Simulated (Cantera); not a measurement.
Input: 1 mol Si3N4, 1.6 mol H2, at 2123 K.

Equilibrium computed with Cantera from the NASA thermochemical tables; the gas is ideal and each condensed phase is pure. Candidate condensed phases: Si, Si3N4; 18 gas species. Mutual solubility and eutectic melting of coexisting phases are not modelled. Gases not in the tables: Si2H6 and higher silanes. Rates play no part.

Problem. What share of the Si ends up in condensed phases as a function of P (Pa), at 1, 5.60, 32, 180, 1000, 5600, 32000, 180000, 1000000?

Solution. 
```csv
P (Pa),Si condensed (%),as
1,0.0,-
5.60,0.0,-
32,0.0,-
180,86.2,Si(l)
1000,97.6,Si(l)
5600,99.5,Si(l)
32000,99.9,Si(l)
180000,100.0,Si(l) + Si3N4(s)
1000000,100.0,Si(l) + Si3N4(s)
```
